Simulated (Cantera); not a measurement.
A closed system holds: 1 mol FeS₂, 2.9 mol H₂, 52 mol N₂, held at 1200 Pa.

Cantera equilibrium calculation (NASA polynomials, part measured and part estimated; ideal gas, pure solids and liquids). Candidate condensed phases: Fe, FeS, FeS₂, S; 16 gas species. FeS: taken at fixed stoichiometry. Gases not in the tables: S₃ to S₇. The numbers say what is thermodynamically allowed, not how fast it happens.

### Question
Which condensed phases are stable at each of these points (T (K)): 700, 850, 1000, 1150, 1300, 1450, 1600, 1750, 1900, 2050, 2200?

### Answer
```
T (K)  condensed phases  Fe condensed (%)
-----  ----------------  ----------------
700              FeS(s)             100.0
850              FeS(s)             100.0
1000             FeS(s)             100.0
1150             FeS(s)             100.0
1300             FeS(s)             100.0
1450             FeS(s)             100.0
1600             FeS(l)              99.6
1750              Fe(δ)              93.5
1900              Fe(l)              47.5
2050           gas only               0.0
2200           gas only               0.0
```

From 700 K to 1450 K the condensed part is FeS(s). At 1600 K the condensed part is FeS(l). At 1750 K the condensed part is Fe(δ). At 1900 K the condensed part is Fe(l). From 2050 K to 2200 K nothing is condensed.
